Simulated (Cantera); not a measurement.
Feed: 1 mol Si2H6, 0.26 mol NO, 51 mol N2, 0.31 mol H2O, held at 69.0 Pa.

Equilibrium computed with Cantera from the NASA thermochemical tables; the gas is ideal and each condensed phase is pure. Candidate condensed phases: H2O, Si, SiO2, Si2N2O, Si3N4; 35 gas species. The feed counts by its element totals alone. Mutual solubility and eutectic melting of coexisting phases are not modelled. The numbers say what is thermodynamically allowed, not how fast it happens.

Question: Which condensed phases are stable at each of these points (T (°C)): 950, 1025, 1100, 1175, 1250, 1325, 1400?

Answer: 
```csv
T (°C),condensed phases,Si condensed (%)
950,Si2N2O(s) + Si3N4(s),100.0
1025,Si2N2O(s) + Si3N4(s),100.0
1100,Si2N2O(s) + Si3N4(s),100.0
1175,Si2N2O(s) + Si3N4(s),99.7
1250,Si2N2O(s) + Si3N4(s),97.2
1325,Si2N2O(s) + Si3N4(s),75.6
1400,Si(s),69.7
```

From 950 °C to 1325 °C the condensed part is Si2N2O(s) + Si3N4(s). At 1400 °C the condensed part is Si(s).
